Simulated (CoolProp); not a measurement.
The numbers come from the reference Helmholtz-energy equation of state, Thol 2014 in CoolProp.

Q: For diethyl ether, give the phase and the cp (kJ/(kg K)), cv (kJ/(kg K)), speed of sound (m/s), isothermal compressibility (1/MPa) at 282.5 K and 0.0467 MPa.

A: 
- 282.5 K and 0.0467 MPa: liquid; cp 2.28, cv 1.76, speed of sound 1020, isothermal compressibility 0.00174
